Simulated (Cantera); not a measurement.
**Titanium nitride, carbide and oxide coatings: Ti + O₂ + H₂**

Charge: 1 mol Ti, 3.7 mol O₂, 39 mol H₂, equilibrated at 1077 °C and 30.0 Pa.

Method: chemical equilibrium by Gibbs-energy minimisation in Cantera with the NASA 1993 tables (ideal gas, pure condensed phases). Candidate condensed phases: H₂O, Ti, TiO, TiO₂, Ti₂O₃, Ti₃O₅, Ti₄O₇; 12 gas species. Kinetics and transport are ignored.

```
Item                                     Value
-----------------------------------  ---------
x(H₂)                                    0.861
x(H₂O)                                   0.138
x(H)                                  0.000128
n(TiO₂(rutile))                       1.00 mol
gas amount                           39.00 mol
log10 activity of Ti₄O₇(s) (absent)      -1.53
log10 activity of Ti₃O₅(s) (absent)      -1.70
log10 activity of Ti₂O₃(s) (absent)      -2.17
```
